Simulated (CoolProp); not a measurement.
Vapour-liquid equilibrium of R152A (1) + n-pentane (2) at 321.2 K; x and y are mole fractions of (1).

Values from CoolProp's multi-fluid Helmholtz-energy mixture model, Outcalt 1996 and Thol 2019; pair parameters Bell 2016.

```tsv
x	bubble pressure (kPa)	y at the bubble point	dew pressure at overall composition x (kPa)	liquid density (mol/L)
0.05	286.6	0.476	157.9	8.412
0.125	451.8	0.673	171.6	8.616
0.2	577.1	0.749	187.8	8.827
0.275	671.4	0.790	207.3	9.050
0.35	742.9	0.816	231.2	9.285
0.425	798.9	0.835	261.2	9.537
0.5	845.2	0.850	299.8	9.808
0.575	886.3	0.864	351.5	10.10
0.65	925.3	0.879	423.8	10.43
0.725	964.6	0.895	531.0	10.80
0.8	1006	0.914	697.6	11.22
0.875	1048	0.939	916.1	11.70
0.95	1092	0.972	1064	12.25
```

No azeotrope shows between x = 0.05 and 0.95.

The pair parameters rest on a limited set of measurements; away from them the model extrapolates. With so large a gap from Raoult's law the liquid may split in two, which this calculation doesn't test in full.
